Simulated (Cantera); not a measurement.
# Hydrocarbon pyrolysis for carbon deposition

An isothermal, constant-pressure homogeneous reactor starts with CH₄ : N₂ : H₂O = 1 : 34 : 2.9 (molar parts), at 1375 K and 2670 Pa.

Cantera simulation using GRI-Mech 3.0 (53 species, 325 reactions); the numbers are that mechanism's predictions, not measurements. Radical loss at walls, strong at low pressure, is not modelled.

| t (s) | x CH₄ | x C₂H₆ | x CH₃ | x CH₂ | x H |
|---|---|---|---|---|---|
| 7.00e-6 | 0.0264 | <1e-12 | 1.41e-10 | <1e-12 | 1.31e-10 |
| 5.25e-5 | 0.0264 | <1e-12 | 1.24e-9 | <1e-12 | 7.87e-10 |
| 0.000394 | 0.0264 | <1e-12 | 1.34e-8 | <1e-12 | 1.84e-9 |
| 0.00295 | 0.0264 | 1.59e-12 | 1.13e-7 | <1e-12 | 1.87e-9 |
| 0.0221 | 0.0264 | 6.61e-10 | 8.56e-7 | <1e-12 | 1.88e-9 |
| 0.166 | 0.0264 | 1.80e-7 | 6.08e-6 | 4.76e-11 | 2.40e-9 |
| 1.24 | 0.0263 | 8.00e-6 | 2.84e-5 | 1.03e-9 | 1.82e-8 |
| 9.33 | 0.0242 | 1.58e-5 | 3.92e-5 | 2.18e-9 | 2.71e-7 |
| 70.0 | 0.0155 | 4.89e-6 | 2.29e-5 | 1.37e-9 | 1.24e-6 |
x: mole fraction; the columns are a selection and need not sum to one.

Equilibrium at this temperature and pressure: CH₄ 3.86e-12, C₂H₆ <1e-12, CH₃ <1e-12, CH₂ <1e-12, H 5.99e-6 (gas phase only).
